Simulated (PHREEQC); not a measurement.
Hard or scaling water with mixed reagents (model solution)

Solution A (3.7e-05 mol Ca(HCO3)2, 0.0017 mol Na2SO4 and 0.00017 mol H4SiO4 per kg of water) is mixed with solution B (0.0017 mol TMAH and 0.0029 mol CaBr2 per kg of water) at 25 °C; shares are by mass of water, 1 kg in all. O2 is buffered at 0.21 atm. The system is closed to CO2. The run lets Calcite, Gypsum, Quartz precipitate or redissolve, and no other solid.

The numbers come from PHREEQC with the ion-association model, phreeqc.dat.

Predict pH, SO4-2 (mol/kgw) at share of solution B = 0.1, 0.5, 0.7, 0.9, 1.


| share of solution B | pH | SO4-2 (mol/kgw) |
|---|---|---|
| 0.1 | 9.81 | 0.00147 |
| 0.5 | 10.82 | 0.000757 |
| 0.7 | 10.99 | 0.000438 |
| 0.9 | 11.12 | 0.000141 |
| 1 | 11.17 | 0 |

(CH3)4N+ isn't in the database: it is added as a free cation with an ion size of 4 Å.
